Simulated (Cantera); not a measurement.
A Cantera script and its output.

```python
import numpy as np
import cantera as ct

gas = ct.Solution("gri30.yaml")
gas.TPX = 1725, 13332, {'CH4': 0.013, 'H2': 1, 'CO2': 0.01}
reactor = ct.IdealGasConstPressureReactor(gas, energy="off", clone=False)
net = ct.ReactorNet([reactor])
net.rtol, net.atol = 1e-08, 1e-18
show = ['CH4', 'H2', 'CO2', 'CH2O', 'HCO']
times = np.geomspace(0.0004, 2, 13)

steps = ct.SolutionArray(gas, extra=["t"])
rows = []
print(f"{'t/s':>10s}{'T/K':>9s}{'P/Pa':>11s}" + "".join(f"{s:>11s}" for s in show))
for t in times:
    while net.time < t:
        t_next = net.step()
        steps.append(gas.state, t=t_next)
    rows.append([np.interp(t, steps.t, y) for y in (steps.T, steps.P, *steps(*show).X.T)])
    print(f"{t:10.3e}{rows[-1][0]:9.1f}{rows[-1][1]:11.4g}" + "".join(f"{x:11.3e}" for x in rows[-1][2:]))
rate = np.gradient(steps.T, steps.t)
print("integrator steps:", len(steps.t))
if steps.T.max() > steps.T[0] + 200:
    print(f"time of steepest temperature rise: {steps.t[rate.argmax()]:.4e} s")
gas.TPX = 1725, 13332, {'CH4': 0.013, 'H2': 1, 'CO2': 0.01}
gas.equilibrate("TP")
print(f"equilibrium (TP): T = {gas.T:.1f} K  " + "  ".join(f"{s} {gas[s].X[0]:.3e}" for s in show))
```

Output:

```
       t/s      T/K       P/Pa        CH4         H2        CO2       CH2O        HCO
 4.000e-04   1725.0  1.333e+04  1.270e-02  9.775e-01  9.770e-03  1.466e-10  1.250e-13
 8.134e-04   1725.0  1.333e+04  1.269e-02  9.774e-01  9.756e-03  9.636e-10  1.538e-12
 1.654e-03   1725.0  1.333e+04  1.267e-02  9.773e-01  9.696e-03  3.854e-09  1.220e-11
 3.364e-03   1725.0  1.333e+04  1.264e-02  9.770e-01  9.461e-03  8.527e-09  5.437e-11
 6.840e-03   1725.0  1.333e+04  1.257e-02  9.761e-01  8.667e-03  1.363e-08  1.641e-10
 1.391e-02   1725.0  1.333e+04  1.242e-02  9.741e-01  6.761e-03  1.465e-08  2.995e-10
 2.828e-02   1725.0  1.333e+04  1.212e-02  9.714e-01  3.901e-03  1.157e-08  4.057e-10
 5.752e-02   1725.0  1.333e+04  1.156e-02  9.691e-01  1.276e-03  8.309e-09  4.929e-10
 1.170e-01   1725.0  1.333e+04  1.057e-02  9.685e-01  1.520e-04  6.562e-09  5.278e-10
 2.378e-01   1725.0  1.333e+04  8.991e-03  9.692e-01  2.877e-05  5.568e-09  5.253e-10
 4.837e-01   1725.0  1.333e+04  6.898e-03  9.703e-01  2.750e-05  4.398e-09  5.170e-10
 9.835e-01   1725.0  1.333e+04  4.712e-03  9.715e-01  2.734e-05  3.166e-09  5.108e-10
 2.000e+00   1725.0  1.333e+04  2.974e-03  9.726e-01  2.717e-05  2.177e-09  5.128e-10
integrator steps: 751
equilibrium (TP): T = 1725.0 K  CH4 4.608e-04  H2 9.787e-01  CO2 1.582e-09  CH2O 1.047e-09  HCO 9.501e-10
```

Cantera simulation using GRI-Mech 3.0 (53 species, 325 reactions); the numbers are that mechanism's predictions, not measurements.
